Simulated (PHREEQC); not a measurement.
A made-up water analysis in mg/kgw, 38 °C, pH 1.99:

| constituent | mg/kgw |
|---|---|
| Na | 1540 |
| K | 131 |
| Ca | 164 |
| Mg | 85.3 |
| Cl | 936 |
| S(6) as SO4 | 4020 |
| Si as SiO2 | 23.4 |

Valence states are taken as typed.

Computed with PHREEQC (Pitzer model, pitzer.dat).

This is a speciation only: nothing precipitates in the calculation.

Q: Predict the ionic strength, charge-balance error, osmotic coefficient.

A: ionic strength 0.133 mol/kgw; charge-balance error 1.6 %; osmotic coefficient 0.860.

Q: In which forms is S present?

A: SO4-2 67 %, HSO4- 33 % of the S.

At this temperature some constants are extrapolated from 25 °C, and those without enthalpy data are left unchanged.
